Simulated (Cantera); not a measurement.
Charge: 1 mol SiCl4, 0.07 mol C3H8, 64 mol H2, 0.025 mol CH4, equilibrated at 1723.15 K and 0.00200 bar.

Cantera equilibrium calculation (NASA polynomials, part measured and part estimated; ideal gas, pure solids and liquids). Candidate condensed phases: C, C6H6, C7H8, C8H18, Si, SiC; 109 gas species. Mutual solubility and eutectic melting of coexisting phases are not modelled. The tables' values for SiCl, SiCl3 are old estimates; treat these amounts as uncertain. Gases not in the tables: Si2H6 and higher silanes. Equilibrium is a limit: real reactors are often held back by kinetics, nucleation or transport.

**Question.** What is the equilibrium state?

**Answer.** 
```
Item                                        Value
--------------------------------------  ---------
x(H2)                                       0.943
x(HCl)                                     0.0450
x(SiCl2)                                  0.00742
x(H)                                      0.00396
x(Si)                                    0.000493
x(Cl)                                    0.000147
x(SiCl)                                  0.000142
x(SiH)                                    3.08e-5
x(SiH2)                                   1.60e-5
n(Si(l))                                0.225 mol
n(SiC(s))                               0.235 mol
gas amount                              66.51 mol
log10 activity of C(graphite) (absent)      -1.78
```
